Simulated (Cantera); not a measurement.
Feed: 1 mol SiH4, 0.73 mol HCl, 150 mol H2, at 1377 °C and 133 Pa.

Equilibrium computed with Cantera from the NASA thermochemical tables; the gas is ideal and each condensed phase is pure. Candidate condensed phases: Si; 19 gas species. Equilibrium is a limit: real reactors are often held back by kinetics, nucleation or transport.

Problem. What is the equilibrium state?

Solution. 
```json
{
  "x(H2)": "0.993",
  "x(HCl)": "0.00460",
  "x(H)": "0.00248",
  "x(Si)": "0.000201",
  "x(SiCl2)": "7.59e-5",
  "x(SiH)": "1.34e-5",
  "x(Cl)": "9.01e-6",
  "x(SiH2)": "8.59e-6",
  "x(SiCl)": "7.74e-6",
  "n(Si(s))": "0.953 mol",
  "gas_amount": "153.0 mol"
}
```
